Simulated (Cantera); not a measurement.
**Counterflow diffusion flame**

A counterflow diffusion flame at 518 Torr, nozzles 20 mm apart: fuel side 71.4 % CH4, 28.6 % N2 at 425 K, oxidiser side 27.0 % O2, 73.0 % N2 at 525 K, fuel mass flux 0.77 times the oxidiser's; mixture-averaged transport, no radiation.

Detailed kinetics in Cantera: GRI-Mech 3.0 (53 species, 325 reactions). GRI-Mech 3.0 has no aromatics or soot, which form on the fuel side of real flames. The maximum strain rate includes the flame's own expansion and is several times the mean.

```csv
oxidiser flux (kg/m²/s),max strain (1/s),mean strain (1/s),T max (K),peak x OH,peak x H,peak x NO,peak x CO,peak x C2H2
0.17,189,35.7,2255,0.0133,0.00669,0.000445,0.0808,0.0166
0.22,236,46.2,2241,0.0132,0.00688,0.000414,0.0795,0.0161
0.29,301,60.9,2232,0.0132,0.00715,0.000387,0.0784,0.0157
0.37,374,77.7,2223,0.0132,0.00737,0.000363,0.0775,0.0154
0.48,472,101,2212,0.0130,0.00757,0.000334,0.0766,0.0149
0.63,603,132,2200,0.0129,0.00777,0.000304,0.0756,0.0144
0.81,759,170,2189,0.0127,0.00794,0.000275,0.0748,0.0139
1.1,1000,231,2173,0.0124,0.00811,0.000237,0.0739,0.0132
```
x: mole fraction; the columns are a selection and need not sum to one.
